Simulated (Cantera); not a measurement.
Adiabatic ignition

An adiabatic, constant-volume homogeneous reactor starts with CO : H₂ : O₂ : N₂ = 1 : 0.15 : 0.479 : 1.8 (molar parts), at 1550 K and 323 Torr.

Detailed kinetics in Cantera: GRI-Mech 3.0 (53 species, 325 reactions).

| t (s) | T (K) | P (bar) | x CO | x H₂ | x O₂ | x NO | x H |
|---|---|---|---|---|---|---|---|
| 2.00e-6 | 1550 | 0.430 | 0.292 | 0.0437 | 0.140 | <1e-12 | 9.65e-8 |
| 6.78e-6 | 1550 | 0.430 | 0.292 | 0.0437 | 0.140 | <1e-12 | 8.74e-7 |
| 2.30e-5 | 1550 | 0.430 | 0.292 | 0.0436 | 0.140 | 2.12e-12 | 8.06e-5 |
| 7.79e-5 | 1744 | 0.481 | 0.223 | 0.00453 | 0.0708 | 5.82e-6 | 0.0345 |
| 0.000264 | 2235 | 0.599 | 0.188 | 0.00604 | 0.0523 | 0.000137 | 0.0263 |
| 0.000894 | 2780 | 0.719 | 0.169 | 0.00499 | 0.0446 | 0.00314 | 0.00962 |
| 0.00303 | 2848 | 0.732 | 0.165 | 0.00483 | 0.0389 | 0.0129 | 0.00792 |
| 0.0103 | 2847 | 0.732 | 0.165 | 0.00484 | 0.0384 | 0.0142 | 0.00788 |
| 0.0348 | 2847 | 0.732 | 0.165 | 0.00484 | 0.0384 | 0.0142 | 0.00788 |
| 0.118 | 2847 | 0.732 | 0.165 | 0.00484 | 0.0384 | 0.0142 | 0.00788 |
| 0.400 | 2847 | 0.732 | 0.165 | 0.00484 | 0.0384 | 0.0142 | 0.00788 |
x: mole fraction; the columns are a selection and need not sum to one.

```json
{
 "time_of_steepest_temperature_rise": "52.1 µs",
 "temperature at 0.400 s": "2847 K",
 "equilibrium_temperature": "2847 K",
 "x(CO) at 0.400 s": "0.165 (gas-phase equilibrium 0.165)",
 "x(H₂) at 0.400 s": "0.00484 (gas-phase equilibrium 0.00484)",
 "x(O₂) at 0.400 s": "0.0384 (gas-phase equilibrium 0.0384)"
}
```
